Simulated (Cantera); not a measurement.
# Thermodynamics of iron carbonyl, mercury and lead vapours, feed Fe(CO)₅ + H₂ + O₂

Feed: 1 mol Fe(CO)₅, 7.7 mol H₂, 0.097 mol O₂, held at 0.00130 bar.

Cantera equilibrium calculation (NASA polynomials, part measured and part estimated; ideal gas, pure solids and liquids). Candidate condensed phases: C, C₆H₆, C₇H₈, C₈H₁₈, Fe, Fe(CO)₅, FeO, Fe(OH)₂, Fe(OH)₃, Fe₂O₃, Fe₃O₄, H₂O; 114 gas species. Equilibrium is a limit: real reactors are often held back by kinetics, nucleation or transport.

| T (K) | log p H₂ | log p CO | log p H₂O | log p CO₂ | log p H | log p Fe | log p CH₄ | n Fe(α) | n Fe(γ) |
|---|---|---|---|---|---|---|---|---|---|
| 925 | -3.11 | -3.30 | -5.06 | -4.95 | -11.14 | <-14 | -8.03 | 1.00 | 0 |
| 1000 | -3.11 | -3.30 | -4.99 | -5.02 | -10.20 | -13.83 | -9.06 | 1.00 | 0 |
| 1075 | -3.11 | -3.30 | -4.93 | -5.09 | -9.39 | -12.35 | -9.94 | 1.00 | 0 |
| 1150 | -3.11 | -3.30 | -4.89 | -5.15 | -8.68 | -11.07 | -10.70 | 1.00 | 0 |
| 1225 | -3.11 | -3.30 | -4.86 | -5.21 | -8.06 | -9.95 | -11.36 | 0 | 1.000 |
| 1300 | -3.11 | -3.30 | -4.84 | -5.27 | -7.51 | -8.96 | -11.94 | 0 | 1.000 |
| 1375 | -3.11 | -3.29 | -4.82 | -5.32 | -7.02 | -8.09 | -12.45 | 0 | 1.000 |
| 1450 | -3.11 | -3.29 | -4.81 | -5.37 | -6.58 | -7.30 | -12.91 | 0 | 1.000 |
| 1525 | -3.11 | -3.29 | -4.80 | -5.41 | -6.18 | -6.60 | -13.32 | 0 | 0.998 |
log p: log10 of the partial pressure in bar; n: condensed amount in mol.

From 925 K to 1150 K the condensed part is Fe(α). From 1225 K to 1525 K the condensed part is Fe(γ).
